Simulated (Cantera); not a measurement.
Feed: 1 mol SiO2, a varied amount of H2, equilibrated at 1548 K and 0.0160 bar.

Equilibrium computed with Cantera from the NASA thermochemical tables; the gas is ideal and each condensed phase is pure. Candidate condensed phases: H2O, Si, SiO2; 18 gas species. The tables hold silica as quartz up to 1696 K and as liquid above; real silica turns to tridymite and cristobalite and melts near 1996 K. Equilibrium is a limit: real reactors are often held back by kinetics, nucleation or transport.

Q: Which condensed phases are stable at each of these points (n(H2) (mol)): 58, 84, 120, 180, 250, 370, 530, 760, 1100, 1600?

A: 
```csv
n(H2) (mol),condensed phases,Si condensed (%)
58,SiO2(β-quartz),96.3
84,SiO2(β-quartz),94.6
120,SiO2(β-quartz),92.3
180,SiO2(β-quartz),88.5
250,SiO2(β-quartz),84.0
370,SiO2(β-quartz),76.3
530,SiO2(β-quartz),66.0
760,SiO2(β-quartz),51.3
1100,SiO2(β-quartz),29.5
1600,gas only,0.0
```

From 58 mol H2 to 1100 mol H2 the condensed part is SiO2(β-quartz). At 1600 mol H2 nothing is condensed.
